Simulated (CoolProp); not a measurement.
The numbers come from the reference Helmholtz-energy equation of state, de Vries 1995 in CoolProp.

Q: Give the vapour pressure (kPa), liquid density (kg/m³), liquid conductivity (mW/(m K)) of saturated R124 at 333.1 K.

A: 
```
T (K)  p (kPa)  liquid density (kg/m³)  liquid conductivity (mW/(m K))
-----  -------  ----------------------  ------------------------------
333.1      996                    1220                            59.2
```

Thermal conductivity comes from a separate model (Huber 2003), an estimate that may be off by 10 % or more.
